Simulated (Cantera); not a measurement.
**Low-pressure radical oxidation in H2/O2**

An isothermal, constant-pressure homogeneous reactor starts with 13.5 % H2, 84.5 % O2, 1.94 % H2O, equivalence ratio 0.080, at 900 K and 0.0267 bar.

Detailed kinetics in Cantera: the H2/O2 subset of GRI-Mech 3.0, which has no nitrogen chemistry. Radical loss at walls, strong at low pressure, is not modelled. Below about 950 K walls govern HO2 and H2O2 in real vessels. The temperature is held fixed by assumption; the heat of reaction is taken as removed at once.

```json
[
 {"t (s)": "1.00e-5", "x H2": "0.135", "x O2": "0.845", "x O": "<1e-12", "x HO2": "1.06e-12", "x H": "1.03e-12", "x OH": "<1e-12"},
 {"t (s)": "4.30e-5", "x H2": "0.135", "x O2": "0.845", "x O": "<1e-12", "x HO2": "4.61e-12", "x H": "4.22e-12", "x OH": "<1e-12"},
 {"t (s)": "0.000185", "x H2": "0.135", "x O2": "0.845", "x O": "7.96e-12", "x HO2": "2.07e-11", "x H": "2.07e-11", "x OH": "3.18e-12"},
 {"t (s)": "0.000794", "x H2": "0.135", "x O2": "0.845", "x O": "3.28e-10", "x HO2": "1.55e-10", "x H": "5.57e-10", "x OH": "1.04e-10"},
 {"t (s)": "0.00341", "x H2": "0.135", "x O2": "0.845", "x O": "9.78e-5", "x HO2": "1.30e-5", "x H": "0.000166", "x OH": "3.29e-5"},
 {"t (s)": "0.0147", "x H2": "0.00205", "x O2": "0.834", "x O": "0.000491", "x HO2": "1.88e-5", "x H": "0.000108", "x OH": "0.000281"},
 {"t (s)": "0.0630", "x H2": "0.000320", "x O2": "0.834", "x O": "5.10e-5", "x HO2": "4.90e-6", "x H": "2.75e-6", "x OH": "6.08e-5"},
 {"t (s)": "0.271", "x H2": "3.30e-5", "x O2": "0.834", "x O": "5.02e-6", "x HO2": "8.06e-7", "x H": "9.23e-8", "x OH": "2.06e-5"},
 {"t (s)": "1.16", "x H2": "1.51e-6", "x O2": "0.834", "x O": "3.70e-7", "x HO2": "6.41e-8", "x H": "1.86e-9", "x OH": "6.45e-6"},
 {"t (s)": "5.00", "x H2": "2.88e-8", "x O2": "0.834", "x O": "3.82e-8", "x HO2": "5.93e-9", "x H": "5.14e-11", "x OH": "2.13e-6"}
]
```
x: mole fraction; the columns are a selection and need not sum to one.

Equilibrium at this temperature and pressure: H2 3.58e-12, O2 0.834, O 3.03e-11, HO2 2.31e-10, H <1e-12, OH 5.92e-8 (gas phase only).
